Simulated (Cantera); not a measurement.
Cantera run, input and output.

```python
import numpy as np
import cantera as ct

gas = ct.Solution("gri30.yaml")
gas.TPX = 1973, 150000, {'NO': 1, 'N2': 1.3}
reactor = ct.IdealGasConstPressureReactor(gas, energy="off", clone=False)
net = ct.ReactorNet([reactor])
net.rtol, net.atol = 1e-08, 1e-18
show = ['NO', 'NO2', 'O2', 'N2O', 'O']
times = np.geomspace(0.0006, 10, 13)

steps = ct.SolutionArray(gas, extra=["t"])
rows = []
print(f"{'t/s':>10s}{'T/K':>9s}{'P/Pa':>11s}" + "".join(f"{s:>11s}" for s in show))
for t in times:
    while net.time < t:
        t_next = net.step()
        steps.append(gas.state, t=t_next)
    rows.append([np.interp(t, steps.t, y) for y in (steps.T, steps.P, *steps(*show).X.T)])
    print(f"{t:10.3e}{rows[-1][0]:9.1f}{rows[-1][1]:11.4g}" + "".join(f"{x:11.3e}" for x in rows[-1][2:]))
rate = np.gradient(steps.T, steps.t)
print("integrator steps:", len(steps.t))
if steps.T.max() > steps.T[0] + 200:
    print(f"time of steepest temperature rise: {steps.t[rate.argmax()]:.4e} s")
gas.TPX = 1973, 150000, {'NO': 1, 'N2': 1.3}
gas.equilibrate("TP")
print(f"equilibrium (TP): T = {gas.T:.1f} K  " + "  ".join(f"{s} {gas[s].X[0]:.3e}" for s in show))
```

Output:

```
       t/s      T/K       P/Pa         NO        NO2         O2        N2O          O
 6.000e-04   1973.0    1.5e+05  4.343e-01  1.351e-04  4.959e-05  7.578e-05  3.216e-05
 1.349e-03   1973.0    1.5e+05  4.339e-01  1.731e-04  2.442e-04  8.890e-05  3.996e-05
 3.032e-03   1973.0    1.5e+05  4.328e-01  1.811e-04  7.455e-04  8.994e-05  4.171e-05
 6.817e-03   1973.0    1.5e+05  4.306e-01  1.923e-04  1.876e-03  8.889e-05  4.429e-05
 1.533e-02   1973.0    1.5e+05  4.255e-01  2.145e-04  4.404e-03  8.657e-05  4.957e-05
 3.446e-02   1973.0    1.5e+05  4.142e-01  2.540e-04  1.001e-02  8.164e-05  5.957e-05
 7.746e-02   1973.0    1.5e+05  3.899e-01  3.123e-04  2.208e-02  7.177e-05  7.673e-05
 1.741e-01   1973.0    1.5e+05  3.413e-01  3.708e-04  4.633e-02  5.435e-05  1.027e-04
 3.915e-01   1973.0    1.5e+05  2.578e-01  3.750e-04  8.808e-02  3.065e-05  1.362e-04
 8.801e-01   1973.0    1.5e+05  1.498e-01  2.736e-04  1.421e-01  1.045e-05  1.698e-04
 1.979e+00   1973.0    1.5e+05  5.982e-02  1.249e-04  1.873e-01  2.017e-06  1.934e-04
 4.448e+00   1973.0    1.5e+05  1.842e-02  4.048e-05  2.080e-01  6.093e-07  2.033e-04
 1.000e+01   1973.0    1.5e+05  8.227e-03  1.830e-05  2.131e-01  4.973e-07  2.057e-04
integrator steps: 1163
equilibrium (TP): T = 1973.0 K  NO 7.153e-03  NO2 1.593e-05  O2 2.137e-01  N2O 4.908e-07  O 2.059e-04
```

Detailed kinetics in Cantera: GRI-Mech 3.0 (53 species, 325 reactions).
